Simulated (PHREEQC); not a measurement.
Buffer (model solution)

A solution holds 0.0076 mol H3BO3 and 0.00015 mol Na2HPO4 per kg of water, at 25 °C. Closed to the air; pH follows from the charge balance.

Equilibrium calculation in PHREEQC: ion-association model, phreeqc.dat.

This is a speciation only: nothing precipitates in the calculation.

Task: What pH does the model give?

Result: pH 7.21.

Task: In which forms is P present?

Result: HPO4-2 52 %, H2PO4- 48 % of the P.
